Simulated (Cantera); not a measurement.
Cantera run:

```python
import numpy as np
import cantera as ct

gas_names = """
    CL CLF CLF3 CL2 F F2 H HCL HF H2 H2F2 H3F3 H4F4 H5F5 H6F6 H7F7 Si SiCL SiCL2 SiCL3 SiCL4 SiF SiF2
    SiF3 SiF4 SiH SiHCL3 SiHF3 SiH2 SiH2CL2 SiH2F2 SiH3 SiH3CL SiH3F SiH4 Si2 Si3
""".split()
cond_names = """
    Si(cr) Si(L)
""".split()


# ... load() reads the species with a 1 bar reference pressure and builds the phases ...
atoms = {
    'Si': {'Si': 1},
    'HF': {'H': 1, 'F': 1},
    'H2': {'H': 2},
    'HCl': {'H': 1, 'CL': 1},
}
top_T = {}  # K; cautious upper limits of use, not melting points


# ... equilibrate(T, P, feed) seeds the gas with the atoms and calls Mixture.equilibrate('TP', solver="vcs", rtol=1e-11, max_steps=5000) ...
results = []
feed = {'Si': 1, 'HF': 3.5, 'H2': 41, 'HCl': 1.6}  # mol
P = 3000  # Pa
for T in [773, 823, 873, 923, 973, 1023, 1073, 1123, 1173]:
    mix = equilibrate(T, P, feed)
    results.append((T, P, feed, dict(zip(mix.species_names, mix.species_moles))))
    x = sorted(zip(gas.X, gas.species_names), reverse=True)
    print(f"T = {T:g} K  P = {P:g} Pa  gas = {mix.phase_moles(0):.4g} mol")
    print("   x: " + "  ".join(f"{s} {v:.3e}" for v, s in x if v > 0.001))
    print("   condensed (mol): " + ("  ".join(f"{mix.phase(i).name} {mix.phase_moles(i):.4g}"
          for i in range(1, mix.n_phases) if mix.phase_moles(i) > 1e-12) or "none"))
```

Output:

```
T = 773 K  P = 3000 Pa  gas = 45.1 mol
   x: H2 9.533e-01  HCL 2.452e-02  SiF4 1.935e-02  SiCL4 2.691e-03
   condensed (mol): none
T = 823 K  P = 3000 Pa  gas = 45.1 mol
   x: H2 9.532e-01  HCL 2.464e-02  SiF4 1.930e-02  SiCL4 2.617e-03
   condensed (mol): none
T = 873 K  P = 3000 Pa  gas = 45.1 mol
   x: H2 9.530e-01  HCL 2.484e-02  SiF4 1.921e-02  SiCL4 2.502e-03
   condensed (mol): none
T = 923 K  P = 3000 Pa  gas = 45.1 mol
   x: H2 9.527e-01  HCL 2.515e-02  SiF4 1.907e-02  SiCL4 2.334e-03
   condensed (mol): none
T = 973 K  P = 3000 Pa  gas = 45.1 mol
   x: H2 9.522e-01  HCL 2.560e-02  SiF4 1.886e-02  SiCL4 2.104e-03
   condensed (mol): none
T = 1023 K  P = 3000 Pa  gas = 45.11 mol
   x: H2 9.515e-01  HCL 2.625e-02  SiF4 1.858e-02  SiCL4 1.794e-03  SiHF3 1.007e-03
   condensed (mol): none
T = 1073 K  P = 3000 Pa  gas = 45.12 mol
   x: H2 9.506e-01  HCL 2.719e-02  SiF4 1.822e-02  SiCL4 1.378e-03  SiHF3 1.367e-03
   condensed (mol): none
T = 1123 K  P = 3000 Pa  gas = 45.14 mol
   x: H2 9.493e-01  HCL 2.844e-02  SiF4 1.783e-02  SiHF3 1.685e-03
   condensed (mol): none
T = 1173 K  P = 3000 Pa  gas = 45.17 mol
   x: H2 9.480e-01  HCL 2.970e-02  SiF4 1.742e-02  SiHF3 1.892e-03  SiCL2 1.122e-03
   condensed (mol): none
```

Method: chemical equilibrium by Gibbs-energy minimisation in Cantera with the NASA 1993 tables (ideal gas, pure condensed phases). The tables' values for SiF3, SiCl3, SiF2 are old estimates; treat these amounts as uncertain.
